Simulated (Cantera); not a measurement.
A perfectly stirred reactor is fed with NO : N₂ = 1 : 0.47 (molar parts), at 0.280 bar; it is held at 2175 K, and followed from long to short residence time.

Detailed kinetics in Cantera: GRI-Mech 3.0 (53 species, 325 reactions).

What does this change do: pressure from 0.280 bar to 1.90 bar?


```tsv
quantity	before	after
x(NO) at τ = 1.10 s	0.143	0.0737
x(O₂) at τ = 1.10 s	0.267	0.303
x(NO₂) at τ = 1.10 s	0.000113	0.000161
x(N₂) at τ = 1.10 s	0.587	0.623
x(O) at τ = 1.10 s	0.00228	0.000927
x(NO) at τ = 36.0 ms	0.615	0.461
x(O₂) at τ = 36.0 ms	0.0320	0.109
x(NO₂) at τ = 36.0 ms	0.000185	0.000622
x(N₂) at τ = 36.0 ms	0.352	0.429
x(O) at τ = 36.0 ms	0.000972	0.000585
```

What does this change do: N2 0.47 to 0.16 parts?


```csv
quantity,before,after
x(NO) at τ = 1.10 s,0.143,0.167
x(O₂) at τ = 1.10 s,0.267,0.346
x(NO₂) at τ = 1.10 s,0.000113,0.000149
x(N₂) at τ = 1.10 s,0.587,0.485
x(O) at τ = 1.10 s,0.00228,0.00259
x(NO) at τ = 36.0 ms,0.615,0.764
x(O₂) at τ = 36.0 ms,0.0320,0.0480
x(NO₂) at τ = 36.0 ms,0.000185,0.000274
x(N₂) at τ = 36.0 ms,0.352,0.187
x(O) at τ = 36.0 ms,0.000972,0.00116
```
